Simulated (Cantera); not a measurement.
**Ammonia decomposition in nitride growth gas**

A perfectly stirred reactor is fed with 14.9 % NH3, 85.1 % N2, at 0.878 atm; it is held at 1700 K, and followed from long to short residence time.

Computed with Cantera and the gas-phase N/H chemistry of the illustrative SiF4/NH3 mechanism in the Surface Chemkin manual (1991). Walls and surfaces, which speed up NH3 decomposition in real reactors, are not modelled.

```tsv
τ (s)	x NH3	x N2H2	x NH2	x H2	x NH	x N	x N2H4
1.6	0.0832	7.34e-8	4.83e-5	0.0861	6.07e-7	3.90e-8	1.73e-8
0.66	0.109	1.11e-7	6.06e-5	0.0523	6.83e-7	3.75e-8	2.73e-8
0.27	0.129	1.43e-7	7.08e-5	0.0269	6.93e-7	2.99e-8	3.71e-8
0.11	0.140	1.63e-7	7.86e-5	0.0123	6.33e-7	1.83e-8	4.58e-8
0.044	0.145	1.70e-7	8.44e-5	0.00509	5.30e-7	8.40e-9	5.28e-8
0.018	0.148	1.67e-7	8.67e-5	0.00205	4.37e-7	3.36e-9	5.57e-8
0.0072	0.149	1.50e-7	8.41e-5	0.000761	3.62e-7	1.27e-9	5.25e-8
```
x: mole fraction; the columns are a selection and need not sum to one.
